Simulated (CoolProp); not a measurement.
Vapour-liquid equilibrium of nitrogen (1) + methane (2) at 106.6 K; x and y are mole fractions of (1).

Model: multi-fluid Helmholtz-energy mixture model, Span 2000 and Setzmann 1991; pair parameters Kunz 2012, in CoolProp.

**Question.** Give the bubble pressure and the first vapour's composition at x = 0.2, 0.425, 0.8. Is there an azeotrope?

**Answer.** x = 0.2: 0.3902 MPa, y = 0.842; x = 0.425: 0.6330 MPa, y = 0.913; x = 0.8: 0.9668 MPa, y = 0.967. No azeotrope shows between x = 0.05 and 0.95.

The pair parameters rest on a limited set of measurements; away from them the model extrapolates. The gap from Raoult's law changes sign with composition, which may be real or a fault of the pair parameters; it wasn't checked against measurements.
